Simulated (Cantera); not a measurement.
Charge: 1 mol PbO, 0.75 mol C, 5.8 mol N₂, equilibrated at 100000 Pa.

Method: chemical equilibrium by Gibbs-energy minimisation in Cantera with the NASA 1993 tables (ideal gas, pure condensed phases). Candidate condensed phases: C, Pb, PbO, PbO₂, Pb₃O₄; 27 gas species. Gases not in the tables: (PbO)n polymers. Rates play no part.

**Question.** At 2173 K, list the 6 most abundant gas species with their mole fractions, and the condensed phases.

**Answer.** N₂ 0.768, Pb 0.130, CO 0.0687, CO₂ 0.0306, PbO 0.00245, Pb₂ 6.00e-5. Condensed: gas only.
